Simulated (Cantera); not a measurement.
What does this Cantera script print?

```python
import numpy as np
import cantera as ct

gas_names = [...]  # 169 gases of nasa_gas.yaml made of C, H, N, O
cond_names = """
    C(gr) C6H6(L) C7H8(L) C8H18(L),n-octa H2O(s) H2O(L)
""".split()


# ... load() reads the species with a 1 bar reference pressure and builds the phases ...
atoms = {
    'C2H2': {'C': 2, 'H': 2},
    'CO2': {'C': 1, 'O': 2},
    'N2': {'N': 2},
}
top_T = {'C(gr)': 4500}  # K; cautious upper limits of use, not melting points


# ... equilibrate(T, P, feed) seeds the gas with the atoms and calls Mixture.equilibrate('TP', solver="vcs", rtol=1e-11, max_steps=5000) ...
results = []
feed = {'C2H2': 1, 'CO2': 2.4, 'N2': 12}  # mol
P = 3700000  # Pa
for T in [3000, 3250, 3500, 3750, 4000, 4250, 4500, 4750, 5000]:
    mix = equilibrate(T, P, feed)
    results.append((T, P, feed, dict(zip(mix.species_names, mix.species_moles))))

top = {s: max(r[3][s] / sum(r[3][g] for g in gas_names) for r in results) for s in gas_names}
cols = sorted((s for s in top if top[s] > 1e-05), key=lambda s: -top[s])[:6]
seen = [c for c in cond_names if any(r[3].get(c, 0) > 1e-12 for r in results)]
print("log10 of partial pressures in bar; condensed amounts in mol")
print(f"{'T/K':>10s}" + "".join(f"{s[:9]:>10s}" for s in cols + seen))
for T, P, feed, n in results:
    ng = sum(n[g] for g in gas_names)
    print(f"{T:10.4g}" + "".join(f"{np.log10(max(n[s] / ng * P / 1e5, 1e-99)):10.3f}" for s in cols)
          + "".join(f"{n.get(c, 0):10.4g}" for c in seen))
```

Output:

```
log10 of partial pressures in bar; condensed amounts in mol
       T/K        N2        CO         H        H2         O       H2O
      3000     1.405     0.953    -0.706     0.191    -2.823    -0.337
      3250     1.404     0.952    -0.411     0.165    -2.143    -0.364
      3500     1.401     0.952    -0.165     0.128    -1.587    -0.430
      3750     1.397     0.951     0.039     0.076    -1.153    -0.555
      4000     1.392     0.949     0.203     0.002    -0.833    -0.753
      4250     1.387     0.947     0.330    -0.101    -0.610    -1.024
      4500     1.382     0.945     0.422    -0.234    -0.460    -1.356
      4750     1.378     0.943     0.484    -0.394    -0.361    -1.727
      5000     1.375     0.940     0.524    -0.569    -0.293    -2.116
```

Method: chemical equilibrium by Gibbs-energy minimisation in Cantera with the NASA 1993 tables (ideal gas, pure condensed phases). The ideal-gas law is rough above about 30 bar.
